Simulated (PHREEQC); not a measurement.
A PHREEQC input (ion-association model, wateq4f.dat):

```
SOLUTION 1
  temp 34
  units mg/L
  pH 6.6
  pe 12
  Na 0.00604
  K 0.000935
  Ca 0.0159
  Mg 0.00212
  Cl 0.00386
  S(6) 0.0219 as S
  Alkalinity 0.0444 as HCO3
  Cu(2) 0.00051
  Cd 8.57e-05
END
USE solution 1
EQUILIBRIUM_PHASES 1
  Gypsum 0 0
  CO2(g) -2.5 10
END
```

The run finishes without an error or a warning.

Its last state differs from that of the intended input:

| quantity | as run | intended |
|---|---|---|
| ionic strength (mol/kgw) | 9.04e-6 | 8.13e-6 |
| HSO4- (mol/kgw) | 4.91e-10 | 1.64e-10 |
| CaSO4 (mol/kgw) | 5.70e-11 | 1.90e-11 |

Q: One thing in the input isn't as intended. What explains the difference?

A: One answer among several that fit: The fault: sulfate typed 'as S' though the number is for SO4. The line should read `as SO4` where the input has `as S`.
